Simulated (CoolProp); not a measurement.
A closed Brayton cycle with nitrogen: compressor inlet 307.15 K and 3.8 MPa, high pressure 9.17 MPa, turbine inlet 650 K, compressor efficiency 0.8, turbine efficiency 0.85, recuperator effectiveness 0 (on enthalpy, no pinch check). Each further row changes one setting.

Computed with CoolProp (reference Helmholtz-energy equation of state, Span 2000).

```tsv
case	thermal efficiency (%)	net work (kJ/kg)	compressor to turbine work	compressor exit (K)	turbine exit (K)
as stated	6.1	15.6	0.88	417.9	529.8
turbine inlet 600 K	?	5.26	0.96	417.9	?
compressor inlet 317.15 K	?	?	0.91	431.4	529.8
high pressure 7.79 MPa	?	17.4	0.84	?	?
recuperator effectiveness 0.5	?	15.6	0.88	417.9	529.8
```

### Question
Fill in the missing entries.

### Answer

- turbine inlet 600 K, thermal efficiency (%): 2.6
- turbine inlet 600 K, turbine exit (K): 488.0
- compressor inlet 317.15 K, thermal efficiency (%): 4.8
- compressor inlet 317.15 K, net work (kJ/kg): 11.6
- high pressure 7.79 MPa, thermal efficiency (%): 6.2
- high pressure 7.79 MPa, compressor exit (K): 395.2
- high pressure 7.79 MPa, turbine exit (K): 550.1
- recuperator effectiveness 0.5, thermal efficiency (%): 8.0
